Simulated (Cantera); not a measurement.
An isothermal, constant-pressure homogeneous reactor starts with 27.0 % C3H8, 72.9 % H2, 0.130 % H2O, at 1125 K and 8600 Pa.

Cantera simulation using GRI-Mech 3.0 (53 species, 325 reactions); the numbers are that mechanism's predictions, not measurements. GRI-Mech 3.0 was tuned for natural gas; its chemistry of propane as a main component is partial and can be far from experiment. GRI-Mech 3.0 stops at C3 and has no aromatics, soot or wall deposition, so with more carbon than oxygen in the feed, carbon stays in small species such as C2H2 where larger ones or solid carbon would form.

x: mole fraction; the columns are a selection and need not sum to one.

```tsv
t (s)	x C3H8	x H2	x C2H4	x CH4	x C2H2	x C2H6	x CH3
8.00e-6	0.270	0.729	7.92e-8	5.57e-8	<1e-12	___	7.93e-7
4.58e-5	0.270	0.729	3.71e-6	2.05e-6	<1e-12	___	5.41e-6
0.000262	0.270	0.729	0.000120	9.08e-5	2.58e-10	___	4.22e-5
0.00150	0.266	0.727	0.00288	0.00267	1.86e-7	___	0.000162
0.00856	0.238	0.711	0.0246	0.0234	1.50e-5	___	0.000168
0.0490	0.127	0.649	0.112	0.107	0.000446	___	0.000119
0.280	0.00564	0.582	0.201	0.201	0.00524	___	2.17e-5
1.60	3.17e-5	0.581	0.194	0.206	0.0141	___	6.07e-6
9.17	1.25e-5	0.587	0.163	0.208	0.0379	___	5.63e-6
52.4	9.01e-6	0.580	0.127	0.229	0.0604	___	5.23e-6
300	7.15e-6	0.532	0.107	0.302	0.0563	___	4.99e-6
```

**Question.** Fill in the missing entries.

**Answer.** 
- 8.00e-6, x C2H6: 1.43e-8
- 4.58e-5, x C2H6: 3.97e-7
- 0.000262, x C2H6: 6.67e-6
- 0.00150, x C2H6: 9.99e-5
- 0.00856, x C2H6: 0.000892
- 0.0490, x C2H6: 0.00354
- 0.280, x C2H6: 0.00432
- 1.60, x C2H6: 0.00379
- 9.17, x C2H6: 0.00317
- 52.4, x C2H6: 0.00244
- 300, x C2H6: 0.00189
